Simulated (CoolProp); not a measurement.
Isobutene at 516.47 K and 0.332 MPa is throttled through a valve to 0.139 MPa with no heat exchange. Each further row changes one setting.

Computed with CoolProp (reference Helmholtz-energy equation of state, Lemmon 2005). It is a short technical equation, of lower accuracy than the large ones.

```json
[
 {"case": "as stated", "temperature change (K)": "-0.9", "final density (kg/m³)": "1.83"},
 {"case": "outlet pressure 0.0417 MPa", "temperature change (K)": "-1.4", "final density (kg/m³)": "0.547"},
 {"case": "outlet pressure 0.181 MPa", "temperature change (K)": "-0.7", "final density (kg/m³)": "2.39"}
]
```
